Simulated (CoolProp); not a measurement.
Ethylene along the isobar 16.2 MPa: fugacity coefficient from the reference equation and from simpler models built on Tc = 282.4 K, pc = 5.042 MPa, ω = 0.087; each cubic takes its own stable root.

Computed with CoolProp (reference Helmholtz-energy equation of state, Smukala 2000).

| T (K) | phase | reference | van der Waals | Redlich-Kwong |
|---|---|---|---|---|
| 199.6 | liquid | 0.04167 | 0.1148 | 0.04549 |
| 215.5 | liquid | 0.07111 | 0.1535 | 0.07781 |
| 231.5 | liquid | 0.1109 | 0.1968 | 0.1206 |
| 247.4 | liquid | 0.1601 | 0.2431 | 0.1724 |
| 263.3 | liquid | 0.2178 | 0.2918 | 0.2314 |
| 279.2 | liquid | 0.2818 | 0.3418 | 0.2952 |
| 295.1 | supercritical | 0.3498 | 0.3920 | 0.3612 |
| 311 | supercritical | 0.4188 | 0.4417 | 0.4268 |
| 327 | supercritical | 0.4865 | 0.4904 | 0.4901 |
| 342.9 | supercritical | 0.5493 | 0.5366 | 0.5484 |
| 358.8 | supercritical | 0.6062 | 0.5800 | 0.6013 |
| 374.7 | supercritical | 0.6566 | 0.6204 | 0.6484 |
| 390.6 | supercritical | 0.7008 | 0.6574 | 0.6900 |
| 406.5 | supercritical | 0.7394 | 0.6910 | 0.7266 |
